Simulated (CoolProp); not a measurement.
A single-stage vapour-compression cycle with isobutane: evaporating at 290.15 K (dew point), condensing at 319.15 K (bubble point), superheat 5 K, subcooling 0 K, compressor efficiency 0.75, no pressure losses. Each further row changes one setting.

Model: reference Helmholtz-energy equation of state, Bücker 2006, in CoolProp.

```csv
case,cooling COP,pressure ratio,discharge temperature (K),refrigerating effect (kJ/kg),volumetric capacity (kJ/m³)
as stated,6.48,2.25,325.5,274,1940
evaporating temperature 295.15 K,8.14,1.93,325.0,281,2300
condensing temperature 314.15 K,8.06,1.98,320.6,287,2030
subcooling 5 K,6.78,2.25,325.5,287,2030
superheat 15 K,6.59,2.25,335.4,292,1980
compressor efficiency 0.65,5.61,2.25,328.8,274,1940
```
